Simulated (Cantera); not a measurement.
## Adiabatic ignition

An adiabatic, constant-volume homogeneous reactor starts with CH4 : H2 : O2 : N2 : H2O = 1 : 0.055 : 5.34 : 20.1 : 7.5 (molar parts), equivalence ratio 0.38, at 1525 K and 750 Torr.

Cantera simulation using GRI-Mech 3.0 (53 species, 325 reactions); the numbers are that mechanism's predictions, not measurements.

```json
[
 {"t (s)": "3.00e-6", "T (K)": "1525", "P (bar)": "1.000", "x CH4": "0.0294", "x H2": "0.00162", "x O2": "0.157", "x H2O2": "1.30e-9", "x N2O": "<1e-12"},
 {"t (s)": "1.33e-5", "T (K)": "1525", "P (bar)": "1.000", "x CH4": "0.0294", "x H2": "0.00162", "x O2": "0.157", "x H2O2": "1.06e-8", "x N2O": "2.15e-12"},
 {"t (s)": "5.92e-5", "T (K)": "1525", "P (bar)": "1.000", "x CH4": "0.0294", "x H2": "0.00162", "x O2": "0.157", "x H2O2": "3.78e-8", "x N2O": "2.54e-11"},
 {"t (s)": "0.000263", "T (K)": "1525", "P (bar)": "1.00", "x CH4": "0.0292", "x H2": "0.00162", "x O2": "0.157", "x H2O2": "1.08e-7", "x N2O": "3.30e-10"},
 {"t (s)": "0.00117", "T (K)": "2216", "P (bar)": "1.46", "x CH4": "<1e-12", "x H2": "0.000946", "x O2": "0.0959", "x H2O2": "3.67e-7", "x N2O": "4.20e-7"},
 {"t (s)": "0.00520", "T (K)": "2216", "P (bar)": "1.46", "x CH4": "<1e-12", "x H2": "0.000939", "x O2": "0.0959", "x H2O2": "3.67e-7", "x N2O": "4.17e-7"},
 {"t (s)": "0.0231", "T (K)": "2215", "P (bar)": "1.46", "x CH4": "<1e-12", "x H2": "0.000933", "x O2": "0.0956", "x H2O2": "3.65e-7", "x N2O": "4.16e-7"},
 {"t (s)": "0.103", "T (K)": "2210", "P (bar)": "1.45", "x CH4": "<1e-12", "x H2": "0.000913", "x O2": "0.0946", "x H2O2": "3.58e-7", "x N2O": "4.14e-7"},
 {"t (s)": "0.456", "T (K)": "2202", "P (bar)": "1.45", "x CH4": "<1e-12", "x H2": "0.000877", "x O2": "0.0927", "x H2O2": "3.46e-7", "x N2O": "4.18e-7"},
 {"t (s)": "2.03", "T (K)": "2201", "P (bar)": "1.45", "x CH4": "<1e-12", "x H2": "0.000872", "x O2": "0.0924", "x H2O2": "3.44e-7", "x N2O": "4.19e-7"},
 {"t (s)": "9.00", "T (K)": "2201", "P (bar)": "1.45", "x CH4": "<1e-12", "x H2": "0.000872", "x O2": "0.0924", "x H2O2": "3.44e-7", "x N2O": "4.19e-7"}
]
```
x: mole fraction; the columns are a selection and need not sum to one.

* **time of steepest temperature rise**: 0.712 ms
* **temperature at 9.00 s**: 2201 K
* **equilibrium temperature**: 2201 K
* **x(CH4) at 9.00 s**: <1e-12 (gas-phase equilibrium <1e-12)
* **x(H2) at 9.00 s**: 0.000872 (gas-phase equilibrium 0.000872)
* **x(O2) at 9.00 s**: 0.0924 (gas-phase equilibrium 0.0924)
